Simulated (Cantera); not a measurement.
Moist CO burnout

An isothermal, constant-pressure homogeneous reactor starts with 1.78 % CO, 4.13 % O2, 0.207 % H2O, 93.9 % N2, at 1150 K and 450000 Pa.

Detailed kinetics in Cantera: GRI-Mech 3.0 (53 species, 325 reactions).

```tsv
t (s)	x CO	x O2	x H2O	x NO	x O	x H	x HO2
5.00e-5	0.0178	0.0413	0.00207	<1e-12	3.30e-9	1.60e-11	1.26e-10
0.000113	0.0178	0.0413	0.00207	<1e-12	6.90e-9	4.26e-11	7.41e-10
0.000255	0.0178	0.0413	0.00207	<1e-12	1.36e-8	1.12e-10	3.74e-9
0.000577	0.0178	0.0413	0.00207	<1e-12	2.68e-8	3.31e-10	1.72e-8
0.00130	0.0178	0.0413	0.00207	<1e-12	7.66e-8	1.40e-9	8.95e-8
0.00294	0.0178	0.0413	0.00206	<1e-12	6.73e-7	1.62e-8	9.78e-7
0.00665	0.0175	0.0411	0.00206	5.52e-11	4.39e-6	1.74e-7	6.16e-6
0.0150	0.0161	0.0405	0.00205	6.86e-10	4.59e-6	1.90e-7	6.59e-6
0.0340	0.0133	0.0391	0.00205	4.12e-9	4.23e-6	1.70e-7	6.33e-6
0.0767	0.00875	0.0369	0.00206	1.71e-8	3.29e-6	1.14e-7	5.33e-6
0.173	0.00377	0.0345	0.00207	4.63e-8	1.89e-6	4.78e-8	3.62e-6
0.392	0.000862	0.0331	0.00208	7.35e-8	6.34e-7	9.16e-9	1.65e-6
0.885	9.56e-5	0.0327	0.00208	8.07e-8	1.01e-7	7.67e-10	3.86e-7
2.00	3.24e-6	0.0327	0.00208	1.53e-7	8.61e-9	2.53e-11	2.14e-8
```
x: mole fraction; the columns are a selection and need not sum to one.

Equilibrium at this temperature and pressure: CO 2.41e-10, O2 0.0327, H2O 0.00208, NO 5.71e-5, O 7.13e-10, H <1e-12, HO2 3.91e-10 (gas phase only).
